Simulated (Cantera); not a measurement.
Cantera run:

```python
import numpy as np
import cantera as ct

gas_names = [...]  # 113 gases of nasa_gas.yaml made of C, Cu, H, O
cond_names = """
    C(gr) C6H6(L) C7H8(L) C8H18(L),n-octa Cu(cr) Cu(L) CuO(s) CuO2H2(s) Cu2O(s) Cu2O(L) H2O(s) H2O(L)
""".split()


# ... load() reads the species with a 1 bar reference pressure and builds the phases ...
atoms = {
    'CuO': {'Cu': 1, 'O': 1},
    'CH4': {'C': 1, 'H': 4},
    'CO': {'C': 1, 'O': 1},
}
top_T = {'C(gr)': 4500, 'CuO(s)': 1390}  # K; cautious upper limits of use, not melting points


# ... equilibrate(T, P, feed) seeds the gas with the atoms and calls Mixture.equilibrate('TP', solver="vcs", rtol=1e-11, max_steps=5000) ...
results = []
feed = {'CuO': 1, 'CH4': 0.32, 'CO': 0.23}  # mol
T = 2350  # K
P = 72000  # Pa
mix = equilibrate(T, P, feed)
results.append((T, P, feed, dict(zip(mix.species_names, mix.species_moles))))
print(gas.report(threshold=1e-05))
for i in range(1, mix.n_phases):
    print(f"{mix.phase(i).name:16s} {mix.phase_moles(i):12.5e} mol")
```

Result:

```
       temperature   2350 K
          pressure   72000 Pa
           density   0.099405 kg/m^3
  mean mol. weight   26.976 kg/kmol
   phase of matter   gas

                          1 kg             1 kmol
                     ---------------   ---------------
          enthalpy       -2.2866e+06       -6.1682e+07  J
   internal energy       -3.0109e+06       -8.1221e+07  J
           entropy             10283        2.7738e+05  J/K
    Gibbs function        -2.645e+07       -7.1353e+08  J
 heat capacity c_p            1670.7             45070  J/K
 heat capacity c_v            1362.5             36756  J/K

                      mass frac. Y      mole frac. X     chem. pot. / RT
                     ---------------   ---------------   ---------------
                CO           0.27971           0.26938           -35.562
               CO2           0.23995           0.14708           -54.989
                Cu           0.22091          0.093777           -8.4072
               CuO        0.00019066        6.4657e-05           -27.835
               Cu2         0.0049228         0.0010449           -16.814
                 H        0.00018706          0.005006           -11.245
                H2         0.0086687           0.11599           -22.489
               H2O           0.24359           0.36476           -41.916
                 O        4.6947e-05        7.9157e-05           -19.427
                OH         0.0017107         0.0027135           -30.672
                O2        0.00012276         0.0001035           -38.855
     [ +102 minor]        4.8618e-07        3.7509e-07

C(gr)             0.00000e+00 mol
Cu(L)             8.73309e-01 mol
Cu2O(L)           0.00000e+00 mol
```

These are equilibrium values from Cantera (NASA tables, ideal gas, pure condensed phases), not measurements of a reactor.
